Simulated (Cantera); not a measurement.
Stirred combustor or abatement burner

A perfectly stirred reactor is fed with CH₄ : C₂H₆ : C₃H₈ : O₂ : N₂ = 1 : 0.26 : 0.17 : 5.7 : 45.6 (molar parts), equivalence ratio 0.66, at 1.00 bar; it is adiabatic with a 775 K inlet, and is followed from long to short residence time, starting on the burning branch (τ in s: 0.2, 0.084, 0.036, 0.016, 0.0067, 0.0029, 0.0012, 0.00053, 0.00023, 9.8e-05, 4.2e-05, 1.8e-05, 7.8e-06).

Model: GRI-Mech 3.0 (53 species, 325 reactions), integrated in Cantera. GRI-Mech 3.0 was tuned for natural gas; its chemistry of propane as a main component is partial and can be far from experiment.

```tsv
τ (s)	T (K)	x CH₄	x C₂H₆	x C₃H₈	x N₂O	x HO₂	x CH₂
0.20	1586	4.99e-6	3.35e-7	2.25e-7	6.27e-7	1.29e-6	2.10e-8
0.084	1583	8.63e-6	5.83e-7	3.94e-7	6.50e-7	2.13e-6	4.42e-8
0.036	1578	1.48e-5	9.94e-7	6.67e-7	6.02e-7	3.38e-6	8.92e-8
0.016	1570	2.49e-5	1.66e-6	1.09e-6	5.22e-7	5.06e-6	1.70e-7
0.0067	1557	4.46e-5	2.91e-6	1.87e-6	4.30e-7	7.50e-6	3.25e-7
0.0029	1536	8.18e-5	5.19e-6	3.23e-6	3.49e-7	1.07e-5	5.87e-7
0.0012	1501	0.000174	1.06e-5	6.40e-6	2.70e-7	1.57e-5	1.09e-6
0.00053	1440	0.000488	2.89e-5	1.69e-5	1.80e-7	2.73e-5	2.20e-6
0.00023	775	0.0190	0.00493	0.00322	<1e-12	<1e-12	<1e-12
9.8e-5	775	0.0190	0.00493	0.00322	<1e-12	<1e-12	<1e-12
4.2e-5	775	0.0190	0.00493	0.00322	<1e-12	<1e-12	<1e-12
1.8e-5	775	0.0190	0.00493	0.00322	<1e-12	<1e-12	<1e-12
7.8e-6	775	0.0190	0.00493	0.00322	<1e-12	<1e-12	<1e-12
```
x: mole fraction; the columns are a selection and need not sum to one.
